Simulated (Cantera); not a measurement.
Charge: 1 mol CuO, 5 mol C, 0.02 mol CO, held at 900 K and 1 atm.

Cantera equilibrium calculation (NASA polynomials, part measured and part estimated; ideal gas, pure solids and liquids). Candidate condensed phases: C, Cu, CuO, Cu2O; 15 gas species. The numbers say what is thermodynamically allowed, not how fast it happens.

Base state: CO2 0.659, CO 0.341 (mole fractions); condensed: C(graphite) + Cu(s).

Question: What changes in the equilibrium state with this change: temperature from 900 K to 1950 K?

Answer: 
```csv
species,before,after
CO,0.341,0.997
Cu,<1e-9,0.00264
CO2,0.659,3.29e-5
"C(graphite), mol",4.41,4.00
"Cu(s), mol",1.00,0
"Cu(l), mol",0,0.997
```
